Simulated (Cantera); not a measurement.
**SrCl2 + H2 + N2 (halide evaporation, hydrolysis and transport)**

Charge: 1 mol SrCl2, 2.8 mol H2, 140 mol N2, at 1250 K.

Cantera equilibrium calculation (NASA polynomials, part measured and part estimated; ideal gas, pure solids and liquids). Candidate condensed phases: NH4Cl, Sr, SrCl2; 15 gas species. Rates play no part.

| P (Pa) | log p N2 | log p H2 | log p SrCl2 | log p HCl | n SrCl2(l) |
|---|---|---|---|---|---|
| 0.100 | -6.01 | -7.71 | -8.16 | -9.85 | 0 |
| 0.460 | -5.35 | -7.05 | -7.50 | -9.38 | 0 |
| 2.20 | -4.67 | -6.37 | -6.82 | -8.89 | 0 |
| 10 | -4.01 | -5.71 | -6.16 | -8.42 | 0 |
| 46 | -3.35 | -5.05 | -5.50 | -7.93 | 0 |
| 220 | -2.67 | -4.37 | -5.39 | -7.70 | 0.734 |
| 1000 | -2.01 | -3.71 | -5.39 | -7.52 | 0.941 |
| 4600 | -1.35 | -3.04 | -5.39 | -7.33 | 0.987 |
| 22000 | -0.67 | -2.37 | -5.39 | -7.14 | 0.997 |
| 100000 | -0.01 | -1.71 | -5.39 | -6.94 | 0.999 |
log p: log10 of the partial pressure in bar; n: condensed amount in mol.

From 0.000750 Torr to 0.345 Torr nothing is condensed. From 1.65 Torr to 750 Torr the condensed part is SrCl2(l). The main Sr-bearing gas is SrCl2 throughout.
